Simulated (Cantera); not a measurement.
Equilibrium for metals in furnace atmospheres: Al + CO₂ + N₂

Charge: 1 mol Al, a varied amount of CO₂, 28 mol N₂, at 1548 K and 5.20 mbar.

Cantera equilibrium calculation (NASA polynomials, part measured and part estimated; ideal gas, pure solids and liquids). Candidate condensed phases: Al, AlN, Al₂O₃, C; 32 gas species. Mutual solubility and eutectic melting of coexisting phases are not modelled. Equilibrium is a limit: real reactors are often held back by kinetics, nucleation or transport.

From 0.13 mol CO₂ to 1 mol CO₂ the condensed part is AlN(s) + Al₂O₃(s). From 1.6 mol CO₂ to 3.6 mol CO₂ the condensed part is Al₂O₃(s).

```
n(CO₂) (mol)   x N₂    x CO₂     x CO     x Al     x NO      x O₂   x Al₂O  n AlN(s)  n Al₂O₃(s)
------------  -----  -------  -------  -------  -------  --------  -------  --------  ----------
0.13          0.995  9.03e-9  0.00470  8.05e-7   <1e-12    <1e-12  3.54e-8     0.913      0.0433
0.19          0.993  1.31e-8  0.00685  8.06e-7   <1e-12    <1e-12  3.55e-8     0.873      0.0633
0.3           0.989  2.06e-8   0.0108  8.07e-7   <1e-12    <1e-12  3.56e-8     0.800      0.1000
0.45          0.984  3.07e-8   0.0160  8.10e-7   <1e-12    <1e-12  3.57e-8     0.700       0.150
0.68          0.976  4.57e-8   0.0239  8.13e-7   <1e-12    <1e-12  3.59e-8     0.547       0.227
1             0.965  6.60e-8   0.0347  8.17e-7   <1e-12    <1e-12  3.61e-8     0.333       0.333
1.6           0.946  0.00338   0.0507   <1e-12  3.34e-8  8.26e-11   <1e-12         0       0.500
2.4           0.921   0.0296   0.0493   <1e-12  2.96e-7   6.69e-9   <1e-12         0       0.500
3.6           0.886   0.0665   0.0475   <1e-12  6.78e-7   3.64e-8   <1e-12         0       0.500
```
x: gas mole fraction; n: condensed amount in mol.
